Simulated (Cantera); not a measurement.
An adiabatic, constant-volume homogeneous reactor starts with CO : H2 : O2 : N2 = 1 : 0.41 : 0.441 : 1.66 (molar parts), equivalence ratio 1.6, at 1075 K and 10.0 bar.

Model: GRI-Mech 3.0 (53 species, 325 reactions), integrated in Cantera. The hydrogen kinetics of GRI-Mech 3.0 are dated; newer H2 mechanisms differ, most at raised pressure. Above 3000 K some thermodynamic fits are extrapolated.

**Question.** Predict: time of steepest temperature rise; temperature at 0.900 s; equilibrium temperature; x(CO) at 0.900 s; x(H2) at 0.900 s; x(O2) at 0.900 s; x(NO) at 0.900 s; x(N2O) at 0.900 s.

**Answer.** 
```json
{
 "time_of_steepest_temperature_rise": "0.394 ms",
 "temperature at 0.900 s": "3053 K",
 "equilibrium_temperature": "3053 K",
 "x(CO) at 0.900 s": "0.173 (gas-phase equilibrium 0.173)",
 "x(H2) at 0.900 s": "0.0167 (gas-phase equilibrium 0.0167)",
 "x(O2) at 0.900 s": "0.00469 (gas-phase equilibrium 0.00469)",
 "x(NO) at 0.900 s": "0.00625 (gas-phase equilibrium 0.00625)",
 "x(N2O) at 0.900 s": "1.46e-6 (gas-phase equilibrium 1.46e-6)"
}
```
